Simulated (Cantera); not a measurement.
Standard-state values (1 bar) from the NASA 1993 polynomials, evaluated with Cantera. Values are per mole of reaction as written; species without (g) are pure solids or liquids, kept so even where they would boil at 1 bar.

4 PH3(g) + 4 N(g) = 4 NH3(g) + P4(g)

```
T (K)    ΔH° (kJ)   ΔS° (J/K)    ΔG° (kJ)     log10 K
-----  ----------  ----------  ----------  ----------
300       -2037.3      -403.4     -1916.3      333.64
798    (withheld)  (withheld)  (withheld)  (withheld)
848    (withheld)  (withheld)  (withheld)  (withheld)
898    (withheld)  (withheld)  (withheld)  (withheld)
948       -2055.4      -434.0     -1643.9       90.58
998       -2057.1      -435.8     -1622.2       84.90
```

Question: What belongs in the gaps?

Answer: 
- 798, ΔH° (kJ): -2050.4
- 798, ΔS° (J/K): -428.2
- 798, ΔG° (kJ): -1708.6
- 798, log10 K: 111.84
- 848, ΔH° (kJ): -2052.0
- 848, ΔS° (J/K): -430.2
- 848, ΔG° (kJ): -1687.2
- 848, log10 K: 103.92
- 898, ΔH° (kJ): -2053.7
- 898, ΔS° (J/K): -432.2
- 898, ΔG° (kJ): -1665.6
- 898, log10 K: 96.88
